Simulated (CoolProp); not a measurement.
Properties of neopentane along the isobar 2.95 MPa.

Values from CoolProp's reference Helmholtz-energy equation of state, Lemmon 2006. It is a short technical equation, of lower accuracy than the large ones.

```
T (K)   phase  density (kg/m³)  cp (kJ/(kg K))  isothermal compressibility (1/MPa)  expansivity (1/kK)
-----  ------  ---------------  --------------  ----------------------------------  ------------------
402.9  liquid            438.3           3.212                             0.02572               5.356
419.3  liquid            390.2           3.834                             0.06956               10.02
435.6     gas            109.6           4.077                              0.9528               20.11
452       gas            88.36           3.126                              0.6141               9.408
468.3     gas            77.79           2.934                              0.5207               6.627
484.6     gas            70.68           2.876                              0.4735               5.260
501       gas            65.32           2.868                              0.4442               4.422
517.3     gas            61.07           2.883                              0.4242               3.854
533.7     gas            57.54           2.911                              0.4095               3.434
550       gas            54.55           2.947                              0.3984               3.114
```
